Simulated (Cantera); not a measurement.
Input (Python, Cantera) and output of one run.

```python
import numpy as np
import cantera as ct

gas_names = [...]  # 87 gases of nasa_gas.yaml made of C, H, Si
cond_names = """
    C(gr) C6H6(L) C7H8(L) C8H18(L),n-octa Si(cr) Si(L) SiC(b)
""".split()


# ... load() reads the species with a 1 bar reference pressure and builds the phases ...
atoms = {
    'SiH4': {'Si': 1, 'H': 4},
    'C2H2': {'C': 2, 'H': 2},
    'H2': {'H': 2},
}
top_T = {'C(gr)': 4500, 'SiC(b)': 3050}  # K; cautious upper limits of use, not melting points


# ... equilibrate(T, P, feed) seeds the gas with the atoms and calls Mixture.equilibrate('TP', solver="vcs", rtol=1e-11, max_steps=5000) ...
results = []
feed = {'SiH4': 1, 'C2H2': 0.54, 'H2': 17}  # mol
T = 998  # K
for P in [100, 400, 1600, 6300, 25000, 100000]:
    mix = equilibrate(T, P, feed)
    results.append((T, P, feed, dict(zip(mix.species_names, mix.species_moles))))

top = {s: max(r[3][s] / sum(r[3][g] for g in gas_names) for r in results) for s in gas_names}
cols = sorted((s for s in top if top[s] > 1e-05), key=lambda s: -top[s])[:7]
seen = [c for c in cond_names if any(r[3].get(c, 0) > 1e-12 for r in results)]
print("log10 of partial pressures in bar; condensed amounts in mol")
print(f"{'P/Pa':>10s}" + "".join(f"{s[:9]:>10s}" for s in cols + seen))
for T, P, feed, n in results:
    ng = sum(n[g] for g in gas_names)
    print(f"{P:10.4g}" + "".join(f"{np.log10(max(n[s] / ng * P / 1e5, 1e-99)):10.3f}" for s in cols)
          + "".join(f"{n.get(c, 0):10.4g}" for c in seen))
```

Output:

```
log10 of partial pressures in bar; condensed amounts in mol
      P/Pa        H2       CH4     C(gr)    SiC(b)
       100    -3.000    -7.011   0.07809         1
       400    -2.398    -5.807   0.07238         1
      1600    -1.797    -4.604   0.04964         1
      6300    -1.202    -3.587         0         1
   2.5e+04    -0.604    -2.988         0         1
     1e+05    -0.002    -2.386         0         1
```

Equilibrium computed with Cantera from the NASA thermochemical tables; the gas is ideal and each condensed phase is pure.
